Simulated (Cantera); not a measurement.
Fluorocarbon and chlorocarbon gases: c-C₄F₈ + F₂ + H₂

Charge: 1 mol c-C₄F₈, 1.3 mol F₂, 0.6 mol H₂, at 570 Pa.

Method: chemical equilibrium by Gibbs-energy minimisation in Cantera with the NASA 1993 tables (ideal gas, pure condensed phases). Candidate condensed phases: C, C₆H₆, C₇H₈, C₈H₁₈; 95 gas species. The feed counts by its element totals alone. Gases not in the tables: C₂F₆ and larger saturated fluorocarbons. Equilibrium is a limit: real reactors are often held back by kinetics, nucleation or transport.

```
T (°C)    x F   x CF₂   x HF     x CF₄     x CF     x CF₃      x C₃  n C(graphite)
------  -----  ------  -----  --------  -------  --------  --------  -------------
1952    0.246   0.337  0.217     0.185  0.00308    0.0117   6.99e-7           1.03
2002    0.316   0.363  0.195     0.112  0.00480    0.0104   1.84e-6          0.980
2052    0.387   0.361  0.176    0.0597  0.00707   0.00840   4.63e-6           1.03
2102    0.455   0.337  0.163    0.0287  0.00991   0.00618   1.12e-5           1.18
2152    0.518   0.299  0.152    0.0128   0.0133   0.00426   2.62e-5           1.41
2202    0.574   0.255  0.145   0.00541   0.0174   0.00279   5.89e-5           1.67
2252    0.624   0.212  0.138   0.00221   0.0220   0.00177  0.000128           1.93
2302    0.665   0.172  0.133  0.000886   0.0272   0.00109  0.000270           2.18
2352    0.699   0.137  0.129  0.000349   0.0329  0.000662  0.000554           2.39
2402    0.725   0.108  0.125  0.000136   0.0391  0.000396   0.00110           2.55
2452    0.744  0.0843  0.122   5.31e-5   0.0457  0.000234   0.00214           2.65
2502    0.757  0.0652  0.119   2.06e-5   0.0527  0.000138   0.00406           2.68
2552    0.763  0.0499  0.117   8.03e-6   0.0599   8.03e-5   0.00751           2.61
```
x: gas mole fraction; n: condensed amount in mol.

From 1952 °C to 2552 °C the condensed part is C(graphite). The main C-bearing gas is CF₂ at 1952 °C and CF at 2552 °C. The share of C in condensed phases is highest at 2502 °C (67.0 %) and lowest at 2002 °C (24.5 %).
